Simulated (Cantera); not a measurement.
Feed: 1 mol Mg(OH)2, 0.15 mol H2, held at 0.240 bar.

Method: chemical equilibrium by Gibbs-energy minimisation in Cantera with the NASA 1993 tables (ideal gas, pure condensed phases). Candidate condensed phases: H2O, Mg, MgO, Mg(OH)2; 15 gas species. Equilibrium is a limit: real reactors are often held back by kinetics, nucleation or transport.

**Question.** At 2000 K, list the 6 most abundant gas species with their mole fractions, and the condensed phases.

**Answer.** H2O 0.868, H2 0.130, H 0.00120, OH 0.000798, Mg(OH)2 3.41e-5, O2 1.54e-5. Condensed: MgO(s).
